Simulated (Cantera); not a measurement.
An adiabatic, constant-volume homogeneous reactor starts with 23.6 % H₂, 13.4 % O₂, 63.0 % N₂, at 1500 K and 1.00 bar.

Computed with Cantera and GRI-Mech 3.0 (53 species, 325 reactions).

**Question.** Predict: time of steepest temperature rise; temperature at 5.00 s; equilibrium temperature; x(H₂) at 5.00 s; x(O₂) at 5.00 s; x(N₂O) at 5.00 s; x(OH) at 5.00 s; x(NO) at 5.00 s; x(HO₂) at 5.00 s; x(H₂O) at 5.00 s.

**Answer.** time of steepest temperature rise: 15.0 µs
temperature at 5.00 s: 2879 K
equilibrium temperature: 2879 K
x(H₂) at 5.00 s: 0.0319 (gas-phase equilibrium 0.0319)
x(O₂) at 5.00 s: 0.0202 (gas-phase equilibrium 0.0202)
x(N₂O) at 5.00 s: 8.23e-7 (gas-phase equilibrium 8.23e-7)
x(OH) at 5.00 s: 0.0280 (gas-phase equilibrium 0.0280)
x(NO) at 5.00 s: 0.0119 (gas-phase equilibrium 0.0119)
x(HO₂) at 5.00 s: 9.58e-6 (gas-phase equilibrium 9.58e-6)
x(H₂O) at 5.00 s: 0.204 (gas-phase equilibrium 0.204)
